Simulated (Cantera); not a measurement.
Predominance diagram of Na at 877 °C against the partial pressures of O2 and S2 (log10, bar). Source: NASA polynomial tables (part measured, part estimated), evaluated in Cantera. Candidates: Na(l), Na2O(s), Na2S(s), Na2SO4(s). Only these pure phases compete in this equilibrium. Not in the tables: pyrosulfates.

```
log p(S2) \ log p(O2)
        columns: -35, -32.5, -30, -27.5, -25, -22.5, -20, -17.5, -15, -12.5, -10, -7.5, -5, -2.5, 0
      0  A A A A A A A A A B C C C C C
     -1  A A A A A A A A A B C C C C C
     -2  A A A A A A A A A B C C C C C
     -3  A A A A A A A A A B C C C C C
     -4  A A A A A A A A A B B C C C C
     -5  A A A A A A A A A B B C C C C
     -6  A A A A A A A A A B B C C C C
     -7  A A A A A A A A A B B C C C C
     -8  A A A A A A A A A B B C C C C
     -9  A A A A A A A A A B B B C C C
    -10  A A A A A A A A A B B B C C C
    -11  A A A A A A A A A B B B C C C
    -12  A A A A A A A A A B B B C C C
    -13  A A A A A A A A A B B B C C C
```

A: Na2S(s); B: Na2SO4(s); C: out of reach (another gas would pass 10 bar, or a non-metal would condense).
